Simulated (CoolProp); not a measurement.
Vapour-liquid equilibrium of propane (1) + n-butane (2) at 0.0537 MPa; x and y are mole fractions of (1).

Values from CoolProp's multi-fluid Helmholtz-energy mixture model, Lemmon 2009 and Bücker 2006; pair parameters Kunz 2012.

```tsv
x	bubble temperature, mixture model (K)	bubble temperature, Raoult's law (K)	y, mixture model	y, Raoult's law
0.05	252.8	252.5	0.210	0.223
0.125	247.2	246.8	0.434	0.450
0.2	242.5	242.1	0.587	0.600
0.275	238.5	238.2	0.693	0.704
0.35	235.1	234.8	0.770	0.778
0.425	232.1	231.9	0.826	0.832
0.5	229.5	229.3	0.869	0.874
0.575	227.2	227.0	0.903	0.906
0.65	225.1	225.0	0.929	0.931
0.725	223.2	223.1	0.950	0.952
0.8	221.5	221.4	0.967	0.968
0.875	219.9	219.9	0.981	0.982
0.95	218.5	218.5	0.993	0.993
```

The largest gap from Raoult's law is +0.4 K in bubble temperature, at x = 0.2. No azeotrope shows between x = 0.05 and 0.95.

The pair parameters rest on a limited set of measurements; away from them the model extrapolates.
